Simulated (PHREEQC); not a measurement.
Acid mine or pickling water: speciation

Model water analysis in mmol/kgw, 25 °C, pH 2.49, pe 9.7:

```csv
constituent,mmol/kgw
Na,19.8
K,1.87
Ca,4.34
Mg,5.46
Cl,14.6
S(6),16.7
Cu(2),0.0929
```

Valence states are taken as typed.

Equilibrium calculation in PHREEQC: ion-association model, phreeqc.dat.

Each row changes one thing in this solution. This is a speciation only: nothing precipitates in the calculation.

```tsv
case	ionic strength (mol/kgw)	SO4-2 (mol/kgw)	Mg+2 (mol/kgw)	Ca+2 (mol/kgw)	MgSO4 (mol/kgw)	HSO4- (mol/kgw)	SI of Gypsum (CaSO4:2H2O)	SI of Halite (NaCl)
as made	0.0566	0.0111	0.00355	0.00309	0.00191	0.00191	-0.58	-5.30
all concentrations times 3 at the same typed pH	0.154	0.0306	0.00906	0.00813	0.00734	0.00407	+0.02	-4.43
K from 1.87 to 3.74 mmol/kgw	0.0575	0.0111	0.00357	0.00310	0.00189	0.00189	-0.58	-5.30
```

Complexes and solids missing from the database can't appear.
